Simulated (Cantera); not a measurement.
## Equilibrium for chlorosilane synthesis and conversion: SiCl₄ + H₂ + N₂

Feed: 1 mol SiCl₄, 5.9 mol H₂, 0.0001 mol N₂, at 1 atm.

Equilibrium computed with Cantera from the NASA thermochemical tables; the gas is ideal and each condensed phase is pure. Candidate condensed phases: NH₄Cl, Si, Si₃N₄; 28 gas species. N₂ is the only nitrogen source here; it is nearly inert below about 1500 K, so the nitride shown seldom forms there in practice. The tables' values for SiCl₃ are old estimates; treat these amounts as uncertain. The numbers say what is thermodynamically allowed, not how fast it happens.

From 725 °C to 950 °C the condensed part is Si₃N₄(s). The main Si-bearing gas is SiCl₄ throughout.

```json
[
 {"T (°C)": "725", "log p H₂": "-0.08", "log p SiCl₄": "-0.92", "log p HCl": "-1.56", "log p SiHCl₃": "-1.59", "n Si₃N₄(s)": "4.99e-5"},
 {"T (°C)": "750", "log p H₂": "-0.08", "log p SiCl₄": "-0.93", "log p HCl": "-1.52", "log p SiHCl₃": "-1.56", "n Si₃N₄(s)": "4.99e-5"},
 {"T (°C)": "775", "log p H₂": "-0.08", "log p SiCl₄": "-0.94", "log p HCl": "-1.48", "log p SiHCl₃": "-1.53", "n Si₃N₄(s)": "4.99e-5"},
 {"T (°C)": "800", "log p H₂": "-0.08", "log p SiCl₄": "-0.95", "log p HCl": "-1.44", "log p SiHCl₃": "-1.50", "n Si₃N₄(s)": "4.99e-5"},
 {"T (°C)": "825", "log p H₂": "-0.08", "log p SiCl₄": "-0.96", "log p HCl": "-1.41", "log p SiHCl₃": "-1.47", "n Si₃N₄(s)": "4.99e-5"},
 {"T (°C)": "850", "log p H₂": "-0.08", "log p SiCl₄": "-0.97", "log p HCl": "-1.37", "log p SiHCl₃": "-1.45", "n Si₃N₄(s)": "4.98e-5"},
 {"T (°C)": "875", "log p H₂": "-0.09", "log p SiCl₄": "-0.99", "log p HCl": "-1.33", "log p SiHCl₃": "-1.44", "n Si₃N₄(s)": "4.98e-5"},
 {"T (°C)": "900", "log p H₂": "-0.09", "log p SiCl₄": "-1.00", "log p HCl": "-1.30", "log p SiHCl₃": "-1.43", "n Si₃N₄(s)": "4.97e-5"},
 {"T (°C)": "925", "log p H₂": "-0.09", "log p SiCl₄": "-1.02", "log p HCl": "-1.26", "log p SiHCl₃": "-1.42", "n Si₃N₄(s)": "4.95e-5"},
 {"T (°C)": "950", "log p H₂": "-0.09", "log p SiCl₄": "-1.03", "log p HCl": "-1.22", "log p SiHCl₃": "-1.42", "n Si₃N₄(s)": "4.93e-5"}
]
```
log p: log10 of the partial pressure in bar; n: condensed amount in mol.
